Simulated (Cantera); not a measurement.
Feed: 1 mol B2H6, 4.5 mol O2, held at 0.210 bar.

These are equilibrium values from Cantera (NASA tables, ideal gas, pure condensed phases), not measurements of a reactor. Candidate condensed phases: B, B2O3, B3O3H3, H2O; 23 gas species. The feed counts by its element totals alone. Gases not in the tables: H3BO3. The numbers say what is thermodynamically allowed, not how fast it happens. All values below are at 1375 K.

Base state: H2O 0.654, O2 0.331, HBO2 0.0127, (HBO2)3 0.00158, OH 0.000101 (mole fractions); condensed: B2O3(l).

Problem. What changes in the equilibrium state with this change: O2 from 4.5 to 9.6 mol?

Solution. 
```csv
species,before,after
O2,0.331,0.685
H2O,0.654,0.306
HBO2,0.0127,0.00869
(HBO2)3,0.00158,0.000507
OH,0.000101,8.29e-5
"B2O3(l), mol",0.960,0.951
```
